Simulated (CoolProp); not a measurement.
Dry air at 293.15 K and 0.46 MPa is compressed adiabatically to 1.83 MPa with isentropic efficiency 0.6. Each further row changes one setting.

Values from CoolProp's reference Helmholtz-energy equation of state, Lemmon 2000. It is a pseudo-pure fit of the blend.

```tsv
case	work (kJ/kg)	final temperature (K)	final density (kg/m³)
as stated	238	526.7	12.0
efficiency 1	143	434.9	14.6
efficiency 0.65	219	509.1	12.4
```
